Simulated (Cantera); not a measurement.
Input: 1 mol trisilylamine, 0.53 mol NH3, 44 mol H2, at 10.0 Pa.

Method: chemical equilibrium by Gibbs-energy minimisation in Cantera with the NASA 1993 tables (ideal gas, pure condensed phases). Candidate condensed phases: Si, Si3N4; 18 gas species. The feed counts by its element totals alone. Rates play no part.

log p: log10 of the partial pressure in bar; n: condensed amount in mol.

```json
[
 {"T (°C)": "1075", "log p H2": "-4.01", "log p N2": "-5.82", "log p H": "-7.64", "log p Si": "-9.73", "n Si(s)": "3.00"},
 {"T (°C)": "1100", "log p H2": "-4.01", "log p N2": "-5.82", "log p H": "-7.48", "log p Si": "-9.41", "n Si(s)": "3.00"},
 {"T (°C)": "1125", "log p H2": "-4.01", "log p N2": "-5.82", "log p H": "-7.33", "log p Si": "-9.11", "n Si(s)": "3.00"},
 {"T (°C)": "1150", "log p H2": "-4.01", "log p N2": "-5.82", "log p H": "-7.18", "log p Si": "-8.82", "n Si(s)": "3.00"},
 {"T (°C)": "1175", "log p H2": "-4.01", "log p N2": "-5.82", "log p H": "-7.04", "log p Si": "-8.53", "n Si(s)": "3.00"},
 {"T (°C)": "1200", "log p H2": "-4.01", "log p N2": "-5.82", "log p H": "-6.90", "log p Si": "-8.26", "n Si(s)": "3.00"},
 {"T (°C)": "1225", "log p H2": "-4.01", "log p N2": "-5.82", "log p H": "-6.77", "log p Si": "-8.00", "n Si(s)": "2.99"},
 {"T (°C)": "1250", "log p H2": "-4.01", "log p N2": "-5.82", "log p H": "…", "log p Si": "…", "n Si(s)": "2.99"},
 {"T (°C)": "1275", "log p H2": "-4.01", "log p N2": "-5.82", "log p H": "…", "log p Si": "…", "n Si(s)": "2.98"},
 {"T (°C)": "1300", "log p H2": "-4.01", "log p N2": "-5.82", "log p H": "-6.40", "log p Si": "-7.26", "n Si(s)": "2.97"},
 {"T (°C)": "1325", "log p H2": "-4.01", "log p N2": "-5.82", "log p H": "-6.28", "log p Si": "-7.03", "n Si(s)": "2.95"},
 {"T (°C)": "1350", "log p H2": "-4.01", "log p N2": "-5.82", "log p H": "-6.17", "log p Si": "-6.81", "n Si(s)": "2.92"}
]
```

Problem. Complete the blanks.

Solution. 
- 1275, log p H: -6.52
- 1275, log p Si: -7.50
- 1250, log p H: -6.64
- 1250, log p Si: -7.74
